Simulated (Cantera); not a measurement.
# Ignition delay

Mixture: CH₄ : C₂H₆ : O₂ : N₂ : H₂O = 1 : 0.054 : 4.86 : 18.3 : 0.53 (molar parts), equivalence ratio 0.45, at 2330 Torr, adiabatic and at constant pressure. Ignition delay is the time to a rise of 400 K.

Detailed kinetics in Cantera: GRI-Mech 3.0 (53 species, 325 reactions).

```
T0 (K)  delay (ms)
------  ----------
1173          5.15
1273          1.58
1373         0.538
1473         0.202
1573        0.0845
1673        0.0403
1773        0.0218
```

```yaml
apparent activation energy between 1573 and 1773 K: 160 kJ/mol
```
